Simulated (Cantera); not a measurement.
Feed: 1 mol CaO, a varied amount of H2S, 10 mol H2O, at 1125 °C and 84.0 mbar.

Equilibrium computed with Cantera from the NASA thermochemical tables; the gas is ideal and each condensed phase is pure. Candidate condensed phases: Ca, CaO, Ca(OH)2, CaS, CaSO4, H2O, H2SO4, S; 25 gas species. Mutual solubility and eutectic melting of coexisting phases are not modelled. Rates play no part.

Which condensed phases are stable at each of these points (n(H2S) (mol)): 0.18, 0.44, 0.71, 0.98, 1.2, 1.5, 1.8, 2, 2.3, 2.6?


| n(H2S) (mol) | condensed phases | Ca condensed (%) |
|---|---|---|
| 0.18 | CaO(s) | 100.0 |
| 0.44 | CaO(s) + CaS(s) | 100.0 |
| 0.71 | CaO(s) + CaS(s) | 100.0 |
| 0.98 | CaO(s) + CaS(s) | 100.0 |
| 1.2 | CaO(s) + CaS(s) | 100.0 |
| 1.5 | CaS(s) | 100.0 |
| 1.8 | CaS(s) | 100.0 |
| 2 | CaS(s) | 100.0 |
| 2.3 | CaS(s) | 100.0 |
| 2.6 | CaS(s) | 100.0 |

At 0.18 mol H2S the condensed part is CaO(s). From 0.44 mol H2S to 1.2 mol H2S the condensed part is CaO(s) + CaS(s). From 1.5 mol H2S to 2.6 mol H2S the condensed part is CaS(s).
